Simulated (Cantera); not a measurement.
Feed: 1 mol Zr, 0.11 mol NH₃, equilibrated at 2273.15 K and 160000 Pa.

Method: chemical equilibrium by Gibbs-energy minimisation in Cantera with the NASA 1993 tables (ideal gas, pure condensed phases). Candidate condensed phases: Zr, ZrN; 11 gas species. Mutual solubility and eutectic melting of coexisting phases are not modelled. ZrN: taken at fixed stoichiometry. Condensed phases not in the tables: N, O or C dissolved in the metal. Kinetics and transport are ignored.

Base state: H₂ 0.993, H 0.00662 (mole fractions); condensed: Zr(l) + ZrN(s).

Problem. What changes in the equilibrium state with this change: NH₃ from 0.11 to 4.1 mol?

Solution. 
```
species       before    after
-----------  -------  -------
H₂             0.993    0.793
N₂           3.89e-8    0.201
H            0.00662  0.00592
Zr(l), mol     0.890        0
ZrN(s), mol    0.110     1.00
```

Problem. What changes in the equilibrium state with this change: temperature from 2273.15 K to 1923.15 K?

Solution. 
```
species       before     after
-----------  -------  --------
H₂             0.993     0.999
H            0.00662  0.000745
Zr(l), mol     0.890         0
ZrN(s), mol    0.110     0.110
Zr(β), mol         0     0.890
```
